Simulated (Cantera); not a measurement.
Hydrocarbon pyrolysis for carbon deposition

An isothermal, constant-pressure homogeneous reactor starts with 23.8 % CH4, 76.2 % N2, at 1975 K and 2670 Pa.

Computed with Cantera and GRI-Mech 3.0 (53 species, 325 reactions). GRI-Mech 3.0 stops at C3 and has no aromatics, soot or wall deposition, so with more carbon than oxygen in the feed, carbon stays in small species such as C2H2 where larger ones or solid carbon would form. Radical loss at walls, strong at low pressure, is not modelled.

```csv
t (s),x CH4,x C2H6,x H2,x HCN,x C2H2
0.000300,0.236,1.51e-6,0.00106,1.13e-10,1.49e-6
0.000793,0.230,1.29e-5,0.00458,2.13e-9,8.60e-5
0.00210,0.193,6.65e-5,0.0383,1.00e-7,0.00456
0.00554,0.0870,4.59e-5,0.171,2.14e-6,0.0516
0.0147,0.0285,7.04e-6,0.250,8.79e-6,0.0826
0.0387,0.00706,6.87e-7,0.278,2.27e-5,0.0927
0.102,0.00121,3.49e-8,0.285,5.16e-5,0.0953
0.271,0.000184,1.18e-9,0.285,9.58e-5,0.0958
0.715,4.00e-5,6.53e-11,0.286,0.000132,0.0958
1.89,1.62e-5,1.53e-11,0.286,0.000160,0.0958
5.00,1.46e-5,1.33e-11,0.286,0.000206,0.0958
```
x: mole fraction; the columns are a selection and need not sum to one.

Equilibrium at this temperature and pressure: CH4 1.50e-5, C2H6 1.08e-11, H2 0.286, HCN 0.106, C2H2 0.0431 (gas phase only).
